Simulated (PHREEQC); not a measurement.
A column of 0.2 m (40 cells, dispersivity 0.007 m, 60 s a shift, diffusion coefficient 3e-10 m²/s) holds 0.09 eq of the database's cation exchanger X per kg of pore water, first in equilibrium with 27 mmol/kgw MnCl2, 35 mmol/kgw ZnCl2 and 0.01 mmol/kgw HCl. It is flushed with 51 mmol/kgw LiCl, 29 mmol/kgw CaCl2 and 0.01 mmol/kgw HCl, at 15 °C. Values are for the last cell. The system is closed to CO2. No solid was allowed to form.

Base run: PHREEQC, ion-association model, phreeqc.dat. Each further column changes one thing. The table gives Ca in solution (mol/kgw).

```json
[
 {"pore volumes": "0", "base": "0", "exchange capacity from 0.09 to 0.045 eq/kgw": "0", "dispersivity from 0.007 to 0.014 m": "0"},
 {"pore volumes": "0.2625", "base": "0", "exchange capacity from 0.09 to 0.045 eq/kgw": "1.33e-14", "dispersivity from 0.007 to 0.014 m": "2.80e-11"},
 {"pore volumes": "0.6375", "base": "6.75e-7", "exchange capacity from 0.09 to 0.045 eq/kgw": "3.24e-5", "dispersivity from 0.007 to 0.014 m": "3.59e-5"},
 {"pore volumes": "0.8875", "base": "4.29e-5", "exchange capacity from 0.09 to 0.045 eq/kgw": "0.000757", "dispersivity from 0.007 to 0.014 m": "0.000402"},
 {"pore volumes": "1.262", "base": "0.000653", "exchange capacity from 0.09 to 0.045 eq/kgw": "0.00544", "dispersivity from 0.007 to 0.014 m": "0.00225"},
 {"pore volumes": "1.512", "base": "0.00199", "exchange capacity from 0.09 to 0.045 eq/kgw": "0.0111", "dispersivity from 0.007 to 0.014 m": "0.00449"},
 {"pore volumes": "1.887", "base": "0.00666", "exchange capacity from 0.09 to 0.045 eq/kgw": "0.0199", "dispersivity from 0.007 to 0.014 m": "0.00919"},
 {"pore volumes": "2.138", "base": "0.0112", "exchange capacity from 0.09 to 0.045 eq/kgw": "0.0239", "dispersivity from 0.007 to 0.014 m": "0.0127"},
 {"pore volumes": "2.513", "base": "0.0180", "exchange capacity from 0.09 to 0.045 eq/kgw": "0.0272", "dispersivity from 0.007 to 0.014 m": "0.0177"},
 {"pore volumes": "2.763", "base": "0.0215", "exchange capacity from 0.09 to 0.045 eq/kgw": "0.0281", "dispersivity from 0.007 to 0.014 m": "0.0205"},
 {"pore volumes": "3.138", "base": "0.0250", "exchange capacity from 0.09 to 0.045 eq/kgw": "0.0287", "dispersivity from 0.007 to 0.014 m": "0.0236"},
 {"pore volumes": "3.388", "base": "0.0265", "exchange capacity from 0.09 to 0.045 eq/kgw": "0.0289", "dispersivity from 0.007 to 0.014 m": "0.0251"},
 {"pore volumes": "3.763", "base": "0.0278", "exchange capacity from 0.09 to 0.045 eq/kgw": "0.0290", "dispersivity from 0.007 to 0.014 m": "0.0266"},
 {"pore volumes": "4.013", "base": "0.0283", "exchange capacity from 0.09 to 0.045 eq/kgw": "0.0290", "dispersivity from 0.007 to 0.014 m": "0.0273"}
]
```
